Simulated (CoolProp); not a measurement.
Vapour-liquid equilibrium of R143a (1) + dimethyl ether (2) at 41.75 °C; x and y are mole fractions of (1).

Model: multi-fluid Helmholtz-energy mixture model, Lemmon and Jacobsen 2000 and Wu 2011; pair parameters Bell 2016, in CoolProp.

| x | bubble pressure, mixture model (MPa) | bubble pressure, Raoult's law (MPa) | y, mixture model | y, Raoult's law |
|---|---|---|---|---|
| 0.05 | 0.9851 | 0.9797 | 0.092 | 0.097 |
| 0.125 | 1.064 | 1.053 | 0.212 | 0.227 |
| 0.2 | 1.141 | 1.126 | 0.315 | 0.339 |
| 0.275 | 1.216 | 1.200 | 0.405 | 0.438 |
| 0.35 | 1.290 | 1.273 | 0.485 | 0.525 |
| 0.425 | 1.362 | 1.346 | 0.558 | 0.602 |
| 0.5 | 1.433 | 1.420 | 0.626 | 0.672 |
| 0.575 | 1.504 | 1.493 | 0.688 | 0.735 |
| 0.65 | 1.574 | 1.566 | 0.748 | 0.792 |
| 0.725 | 1.645 | 1.640 | 0.804 | 0.844 |
| 0.8 | 1.716 | 1.713 | 0.859 | 0.891 |
| 0.875 | 1.787 | 1.786 | 0.912 | 0.935 |
| 0.95 | 1.860 | 1.860 | 0.965 | 0.975 |

The largest gap from Raoult's law is +1.3 % in bubble pressure, at x = 0.275. No azeotrope shows between x = 0.05 and 0.95.

The pair parameters rest on a limited set of measurements; away from them the model extrapolates.
